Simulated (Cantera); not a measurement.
Predominance diagram of Ca at 1177 °C against the partial pressures of O₂ and Cl₂ (log10, bar). Standard-state values (1 bar) from the NASA 1993 polynomials, evaluated with Cantera. Candidates: Ca(l), CaCl₂(l), CaO(s). Only these pure phases compete in this equilibrium. Not in the tables: oxide halides.

```
log p(Cl₂) \ log p(O₂)
        columns: -15, -14.2, -13.5, -12.8, -12, -11.2, -10.5, -9.8, -9, -8.2, -7.5, -6.8, -6, -5.2, -4.5, -3.8, -3, -2.2, -1.5, -0.8, 0
      1  A A A A A A A A A A A A A A A A A A A A A
   -0.9  A A A A A A A A A A A A A A A A A A A A A
   -2.8  A A A A A A A A A A A A A A A A A A A A A
   -4.6  A A A A A A A A A A A A A A A A A A B B B
   -6.5  A A A A A A A A A A A A A B B B B B B B B
   -8.4  A A A A A A A A B B B B B B B B B B B B B
  -10.2  A A A B B B B B B B B B B B B B B B B B B
  -12.1  B B B B B B B B B B B B B B B B B B B B B
    -14  B B B B B B B B B B B B B B B B B B B B B
```

A: CaCl₂(l); B: CaO(s).
